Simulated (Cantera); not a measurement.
A closed system holds: 1 mol SiC, 0.33 mol O₂, 130 mol N₂, 0.22 mol N₂O, held at 10.0 mbar.

Method: chemical equilibrium by Gibbs-energy minimisation in Cantera with the NASA 1993 tables (ideal gas, pure condensed phases). Candidate condensed phases: C, Si, SiC, SiO₂, Si₂N₂O, Si₃N₄; 34 gas species. Mutual solubility and eutectic melting of coexisting phases are not modelled. The numbers say what is thermodynamically allowed, not how fast it happens.

Problem. Which condensed phases are stable at each of these points (T (K)): 1198, 1298, 1398, 1498, 1598, 1698, 1798, 1898, 1998, 2098?

Solution. 
```
T (K)         condensed phases  Si condensed (%)
-----  -----------------------  ----------------
1198   C(graphite) + Si₂N₂O(s)             100.0
1298   C(graphite) + Si₂N₂O(s)             100.0
1398   C(graphite) + Si₂N₂O(s)             100.0
1498        SiC(s) + Si₂N₂O(s)              99.6
1598        SiC(s) + Si₂N₂O(s)              94.8
1698                    SiC(s)              55.9
1798                    SiC(s)              55.3
1898                    SiC(s)              52.4
1998                    SiC(s)              42.5
2098                    SiC(s)              23.7
```

From 1198 K to 1398 K the condensed part is C(graphite) + Si₂N₂O(s). From 1498 K to 1598 K the condensed part is SiC(s) + Si₂N₂O(s). From 1698 K to 2098 K the condensed part is SiC(s).
